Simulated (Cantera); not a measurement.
Mixture: 5.91 % CO, 0.579 % H₂, 8.86 % CH₄, 16.1 % O₂, 60.8 % N₂, 7.68 % H₂O, equivalence ratio 1.3, at 10.0 bar, adiabatic and at constant volume. Ignition delay is the time to a rise of 400 K.

Detailed kinetics in Cantera: GRI-Mech 3.0 (53 species, 325 reactions).

Task: Predict: delay at 1375 K; delay at 1450 K; delay at 1525 K; delay at 1600 K; delay at 1675 K; apparent activation energy between 1525 and 1675 K.

Result: 
```json
{
  "delay at 1375 K": "0.601 ms",
  "delay at 1450 K": "0.290 ms",
  "delay at 1525 K": "0.144 ms",
  "delay at 1600 K": "73.5 µs",
  "delay at 1675 K": "39.1 µs",
  "apparent activation energy between 1525 and 1675 K": "180 kJ/mol"
}
```
